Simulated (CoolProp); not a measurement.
A single-stage vapour-compression cycle with R115: evaporating at 206.15 K (dew point), condensing at 252.15 K (bubble point), superheat 10 K, subcooling 5 K, compressor efficiency 0.7, no pressure losses. Each further row changes one setting.

Values from CoolProp's reference Helmholtz-energy equation of state, Lemmon 2016.

| case | cooling COP | pressure ratio | discharge temperature (K) | refrigerating effect (kJ/kg) | volumetric capacity (kJ/m³) |
|---|---|---|---|---|---|
| as stated | 2.65 | 8.91 | 279.8 | 103 | 216 |
| evaporating temperature 211.15 K | 3.13 | 6.65 | 276.8 | 106 | 291 |
| condensing temperature 247.15 K | 3.06 | ? | ? | 108 | 226 |
| subcooling 10 K | 2.78 | 8.91 | 279.8 | 108 | 226 |
| superheat 20 K | 2.68 | 8.91 | 290.9 | ? | 218 |
| compressor efficiency 0.6 | 2.27 | 8.91 | ? | 103 | 216 |

### Question
Some entries are withheld; supply them.

### Answer

- condensing temperature 247.15 K, pressure ratio: 7.35
- condensing temperature 247.15 K, discharge temperature (K): 274.0
- superheat 20 K, refrigerating effect (kJ/kg): 109
- compressor efficiency 0.6, discharge temperature (K): 288.9
